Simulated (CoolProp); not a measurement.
R245ca at 298.15 K and 0.951 MPa is throttled through a valve to 0.657 MPa with no heat exchange. Each further row changes one setting.

Model: reference Helmholtz-energy equation of state, Zhou 2016, in CoolProp.

```csv
case,temperature change (K)
as stated,?
outlet pressure 0.197 MPa,?
outlet pressure 0.854 MPa,?
```

Question: Fill in the missing entries.

Answer: 
- as stated, temperature change (K): +0.1
- outlet pressure 0.197 MPa, temperature change (K): +0.2
- outlet pressure 0.854 MPa, temperature change (K): +0.0
